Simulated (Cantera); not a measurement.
Feed: 1 mol SiC, 0.0047 mol H2O, 1.2 mol N2, at 2098 K.

Method: chemical equilibrium by Gibbs-energy minimisation in Cantera with the NASA 1993 tables (ideal gas, pure condensed phases). Candidate condensed phases: C, C6H6, C7H8, C8H18, H2O, Si, SiC, SiO2, Si2N2O, Si3N4; 151 gas species. Mutual solubility and eutectic melting of coexisting phases are not modelled. Kinetics and transport are ignored.

Problem. What share of the Si ends up in condensed phases as a function of P (Pa), at 0.100, 1.50, 22, 320, 4600, 68000, 1000000?

Solution. 
```json
[
 {"P (Pa)": "0.100", "Si condensed (%)": "0.0", "as": "-"},
 {"P (Pa)": "1.50", "Si condensed (%)": "0.0", "as": "-"},
 {"P (Pa)": "22", "Si condensed (%)": "93.2", "as": "SiC(s)"},
 {"P (Pa)": "320", "Si condensed (%)": "99.4", "as": "SiC(s)"},
 {"P (Pa)": "4600", "Si condensed (%)": "99.6", "as": "SiC(s)"},
 {"P (Pa)": "68000", "Si condensed (%)": "99.7", "as": "SiC(s)"},
 {"P (Pa)": "1000000", "Si condensed (%)": "100.0", "as": "SiC(s) + Si3N4(s)"}
]
```
